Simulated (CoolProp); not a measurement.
Vapour-liquid equilibrium of n-hexane (1) + benzene (2) at 0.0855 bar; x and y are mole fractions of (1).

Values from CoolProp's multi-fluid Helmholtz-energy mixture model, Thol 2019 and Thol 2012; pair parameters Bell 2016.

```
x     bubble temperature (K)  y at the bubble point  dew temperature at overall composition x (K)  liquid density (mol/L)
----  ----------------------  ---------------------  --------------------------------------------  ----------------------
0.05                   287.8                  0.140                                         289.2                   11.07
0.2                    284.2                  0.379                                         286.9                   10.42
0.35                   282.3                  0.513                                         284.6                   9.824
0.5                    281.1                  0.614                                         282.4                   9.278
0.65                   280.4                  0.711                                         280.8                   8.782
0.8                    279.9                  0.818                                         280.0                   8.331
0.95                   279.8                  0.949                                         279.8                   7.919
```

y crosses x between x = 0.8 and 0.95: the model has an azeotrope there.

Pair parameters are fitted to limited data, so mixtures are less certain than the pure fluids.
